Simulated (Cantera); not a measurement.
A closed system holds: 1 mol CaO, 11 mol Cl2, 0.9 mol O2, at 1623 K and 13.3 mbar.

Equilibrium computed with Cantera from the NASA thermochemical tables; the gas is ideal and each condensed phase is pure. Candidate condensed phases: Ca, CaCl2, CaO; 11 gas species. Rates play no part.

Base state: Cl 0.579, Cl2 0.283, O2 0.0800, CaCl2 0.0573, ClO 0.000402, O 4.66e-5 (mole fractions); condensed: gas only.

Question: What changes in the equilibrium state with this change: CaO replaced by TiO2?

Answer: 
```tsv
species	before	after
Cl	0.579	0.618
Cl2	0.283	0.323
O2	0.0800	0.0554
CaCl2	0.0573	0
TiCl4	0	0.00336
TiOCl2	0	4.29e-5
TiCl3	0	1.52e-5
O	4.66e-5	3.88e-5
ClO	0.000402	0.000357
TiO2(rutile), mol	0	0.941
```
Further candidate phases: Ti, TiCl2, TiCl3, TiCl4, TiO, TiO2, Ti2O3, Ti3O5, Ti4O7.

Question: What changes in the equilibrium state with this change: temperature from 1623 K to 1025 K?

Answer: 
```csv
species,before,after
Cl2,0.283,0.873
O2,0.0800,0.123
Cl,0.579,0.00453
CaCl2,0.0573,4.11e-6
O,4.66e-5,1.00e-9
ClO,0.000402,1.06e-5
"CaCl2(s), mol",0,1.000
```
Condensed phases not in the tables: oxide chlorides.

Question: What changes in the equilibrium state with this change: temperature from 1623 K to 1475 K?

Answer: 
```
species    before     after
-------  --------  --------
Cl2         0.283     0.527
Cl          0.579     0.309
O2         0.0800    0.0953
CaCl2      0.0573    0.0682
O         4.66e-5   7.67e-6
ClO      0.000402  0.000280
```
